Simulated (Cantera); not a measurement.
An isothermal, constant-pressure homogeneous reactor starts with 18.9 % NO, 81.1 % N2, at 1975 K and 0.0263 atm.

Model: GRI-Mech 3.0 (53 species, 325 reactions), integrated in Cantera. Radical loss at walls, strong at low pressure, is not modelled.

x: mole fraction; the columns are a selection and need not sum to one.

| t (s) | x NO | x O | x NO2 | x N2 | x O2 |
|---|---|---|---|---|---|
| 0.000400 | 0.189 | 3.70e-7 | 8.44e-10 | 0.811 | 5.00e-10 |
| 0.000866 | 0.189 | 8.10e-7 | ? | 0.811 | 2.36e-9 |
| 0.00188 | 0.189 | 1.79e-6 | ? | 0.811 | 1.12e-8 |
| 0.00406 | 0.189 | 4.06e-6 | ? | 0.811 | 5.45e-8 |
| 0.00880 | 0.189 | 9.54e-6 | ? | 0.811 | 2.75e-7 |
| 0.0191 | 0.189 | 2.34e-5 | ? | 0.811 | 1.47e-6 |
| 0.0413 | 0.189 | 5.71e-5 | ? | 0.811 | 8.38e-6 |
| 0.0894 | 0.188 | 0.000123 | ? | 0.811 | 4.70e-5 |
| 0.194 | 0.188 | 0.000199 | ? | 0.812 | 0.000218 |
| 0.420 | 0.187 | 0.000237 | ? | 0.812 | 0.000730 |
| 0.909 | 0.184 | 0.000267 | ? | 0.813 | 0.00195 |
| 1.97 | 0.179 | 0.000324 | ? | 0.816 | 0.00479 |
| 4.26 | 0.165 | 0.000429 | ? | 0.823 | 0.0116 |
| 9.23 | 0.133 | 0.000601 | ? | 0.839 | 0.0275 |
| 20.0 | 0.0749 | 0.000823 | ? | 0.868 | 0.0564 |

Task: Fill in the missing entries.

Result: 
- 0.000866, x NO2: 3.78e-9
- 0.00188, x NO2: 1.62e-8
- 0.00406, x NO2: 6.39e-8
- 0.00880, x NO2: 2.21e-7
- 0.0191, x NO2: 6.63e-7
- 0.0413, x NO2: 1.71e-6
- 0.0894, x NO2: 3.47e-6
- 0.194, x NO2: 5.14e-6
- 0.420, x NO2: 6.06e-6
- 0.909, x NO2: 7.06e-6
- 1.97, x NO2: 8.88e-6
- 4.26, x NO2: 1.17e-5
- 9.23, x NO2: 1.41e-5
- 20.0, x NO2: 1.13e-5
